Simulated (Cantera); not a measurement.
A perfectly stirred reactor is fed with NO : N2 = 1 : 17 (molar parts), at 0.850 bar; it is held at 1800 K, and followed from long to short residence time.

Computed with Cantera and GRI-Mech 3.0 (53 species, 325 reactions).

One state of this run: x NO = 0.0540; x O2 = 0.000753; x O = 5.05e-6; x NO2 = 1.01e-5; x N2O = 1.25e-6; x N2 = 0.945. x: mole fraction; the columns are a selection and need not sum to one.

### Question
Which value of τ (s) does it belong to?
A. 0.13
B. 0.044
C. 0.00058
D. 1.1

### Answer
D, 1.1
